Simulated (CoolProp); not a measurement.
Vapour-liquid equilibrium of R22 (1) + R114 (2) at 596 kPa; x and y are mole fractions of (1).

Model: multi-fluid Helmholtz-energy mixture model, Kamei 1995 and Platzer 1990; pair parameters Bell 2016, in CoolProp. This equation is an older, rougher fit; its heat capacities, sound speeds and derivatives of the liquid may be far off and weren't checked against measurements.

### Question
Give the bubble temperature and the first vapour's composition at x = 0.05, 0.35, 0.95. Is there an azeotrope?

### Answer
x = 0.05: 325.9 K, y = 0.206; x = 0.35: 299.8 K, y = 0.699; x = 0.95: 280.0 K, y = 0.982. No azeotrope shows between x = 0.05 and 0.95.

The pair parameters rest on a limited set of measurements; away from them the model extrapolates.
